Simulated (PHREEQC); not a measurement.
Dissolve 3.7 mmol/kgw CuSO4 and 41 mmol/kgw HBF4 at 34 °C. Closed to the air; pH follows from the charge balance.

Computed with PHREEQC (ion-association model, wateq4f.dat).

Each row changes one thing in this solution. Precipitation was switched off in this run.

```
case                                    pH  ionic strength (mol/kgw)  BF4- (mol/kgw)  HF (mol/kgw)  Cu+2 (mol/kgw)  H3BO3 (mol/kgw)  SI of Chalcanthite (CuSO4:5H2O)  SI of CuF2:2H2O (CuF2:2H2O)
------------------------------------  ----  ------------------------  --------------  ------------  --------------  ---------------  -------------------------------  ---------------------------
as made                               1.51                    0.0479          0.0367        0.0116         0.00350          0.00265                            -3.44                        -5.48
CuSO4 from 0.0037 to 0.0185 mol/kgw   1.60                    0.0816          0.0368        0.0109             ___          0.00246                            -2.21                        -4.76
temperature from 34 to 15 °C           ___                    0.0491          0.0376       0.00860         0.00348          0.00196                              ___                        -5.64
0.057 mol/kgw HBr added               1.12                     0.104          0.0365        0.0134             ___          0.00317                            -3.85                        -6.20
CuSO4 from 0.0037 to 0.00333 mol/kgw  1.51                    0.0470          0.0367        0.0116         0.00316          0.00266                            -3.53                        -5.53
HBF4 from 0.041 to 0.205 mol/kgw      0.81                       ___           0.196        0.0210         0.00367          0.00459                            -4.24                        -6.51
```

Task: Some entries are withheld; supply them.

Result: 
- CuSO4 from 0.0037 to 0.0185 mol/kgw, Cu+2 (mol/kgw): 0.0152
- temperature from 34 to 15 °C, pH: 1.50
- temperature from 34 to 15 °C, SI of Chalcanthite (CuSO4:5H2O): -3.27
- 0.057 mol/kgw HBr added, Cu+2 (mol/kgw): 0.00362
- HBF4 from 0.041 to 0.205 mol/kgw, ionic strength (mol/kgw): 0.209

Real BF4- forms and hydrolyses slowly; the run takes it at equilibrium.
